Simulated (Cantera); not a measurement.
Feed: 1 mol SiH2Cl2, 4.9 mol N2, equilibrated at 1125 K and 1.00 bar.

Method: chemical equilibrium by Gibbs-energy minimisation in Cantera with the NASA 1993 tables (ideal gas, pure condensed phases). N2 is the only nitrogen source here; it is nearly inert below about 1500 K, so the nitride shown seldom forms there in practice. The tables' values for SiCl3 are old estimates; treat these amounts as uncertain. Equilibrium is a limit: real reactors are often held back by kinetics, nucleation or transport.

```
species          before    after
-------------  --------  -------
N2                0.713    0.709
HCl               0.173    0.187
H2               0.0759   0.0674
SiCl4            0.0377   0.0281
SiCl2           1.86e-6  0.00275
Cl              2.48e-8  1.02e-5
SiCl3           7.56e-5  0.00493
SiHCl3         0.000288  0.00105
Si3N4(s), mol     0.255    0.257
```
Gas species are given as mole fractions.

**Question.** What was changed between the two runs?
A) temperature from 1125 K to 2075 K
B) temperature from 1125 K to 1500 K
C) pressure from 1.00 bar to 9.30 Pa
D) N2 from 4.9 to 0.23 mol

**Answer.** B, temperature from 1125 K to 1500 K
